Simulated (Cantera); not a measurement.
Feed: 1 mol Al, 57 mol NH3, 380 mol H2, 0.91 mol N2, held at 1800 °C and 255 Torr.

Method: chemical equilibrium by Gibbs-energy minimisation in Cantera with the NASA 1993 tables (ideal gas, pure condensed phases). Candidate condensed phases: Al, AlN; 13 gas species. Rates play no part.

Base state: H2 0.935, N2 0.0591, H 0.00436, Al 0.00162, AlH 0.000218 (mole fractions); condensed: AlN(s).

What changes in the equilibrium state with this change: temperature from 1800 °C to 927 °C?


```csv
species,before,after
H2,0.935,0.942
N2,0.0591,0.0585
NH3,1.33e-6,1.44e-5
H,0.00436,3.28e-7
Al,0.00162,<1e-9
AlH,0.000218,<1e-9
"AlN(s), mol",0.0878,1.00
```
